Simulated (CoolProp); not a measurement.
Decamethyltetrasiloxane (MD2M) at 459.58 K and 0.052 MPa is throttled through a valve to 0.033 MPa with no heat exchange. Each further row changes one setting.

Model: reference Helmholtz-energy equation of state, Thol 2017, in CoolProp.

```csv
case,temperature change (K),final density (kg/m³)
as stated,___,2.75
outlet pressure 0.0099 MPa,___,___
outlet pressure 0.0429 MPa,___,___
```

Problem. Complete the blanks.

Solution. 
- as stated, temperature change (K): -0.3
- outlet pressure 0.0099 MPa, temperature change (K): -0.7
- outlet pressure 0.0099 MPa, final density (kg/m³): 0.812
- outlet pressure 0.0429 MPa, temperature change (K): -0.2
- outlet pressure 0.0429 MPa, final density (kg/m³): 3.60
